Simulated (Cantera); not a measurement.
An isothermal, constant-pressure homogeneous reactor starts with C3H8 : H2 = 1 : 19 (molar parts), at 1175 K and 97.5 Torr. Integrator tolerance rtol = 1e-08.

Computed with Cantera and GRI-Mech 3.0 (53 species, 325 reactions). GRI-Mech 3.0 was tuned for natural gas; its chemistry of propane as a main component is partial and can be far from experiment. GRI-Mech 3.0 stops at C3 and has no aromatics, soot or wall deposition, so with more carbon than oxygen in the feed, carbon stays in small species such as C2H2 where larger ones or solid carbon would form.

### Question
What does this change do: temperature 1175 to 1200 K?

### Answer
| quantity | before | after |
|---|---|---|
| x(C3H8) at 100 s | 3.09e-7 (gas-phase equilibrium 6.03e-9) | 1.85e-7 (gas-phase equilibrium 7.78e-9) |
| x(H2) at 100 s | 0.873 (gas-phase equilibrium 0.851) | 0.874 (gas-phase equilibrium 0.852) |
| x(CH2) at 100 s | 2.42e-12 (gas-phase equilibrium <1e-12) | 3.84e-12 (gas-phase equilibrium <1e-12) |
| x(C2H2) at 100 s | 0.00637 (gas-phase equilibrium 0.000372) | 0.00833 (gas-phase equilibrium 0.000854) |
| x(C2H6) at 100 s | 0.000280 (gas-phase equilibrium 1.68e-5) | 0.000180 (gas-phase equilibrium 1.92e-5) |

### Question
What does this change do: temperature 1175 to 1075 K?

### Answer
| quantity | before | after |
|---|---|---|
| x(C3H8) at 100 s | 3.09e-7 (gas-phase equilibrium 6.03e-9) | 1.95e-6 (gas-phase equilibrium 1.68e-9) |
| x(H2) at 100 s | 0.873 (gas-phase equilibrium 0.851) | 0.879 (gas-phase equilibrium 0.850) |
| x(CH2) at 100 s | 2.42e-12 (gas-phase equilibrium <1e-12) | <1e-12 (gas-phase equilibrium <1e-12) |
| x(C2H2) at 100 s | 0.00637 (gas-phase equilibrium 0.000372) | 0.00185 (gas-phase equilibrium 8.20e-6) |
| x(C2H6) at 100 s | 0.000280 (gas-phase equilibrium 1.68e-5) | 0.00192 (gas-phase equilibrium 8.61e-6) |
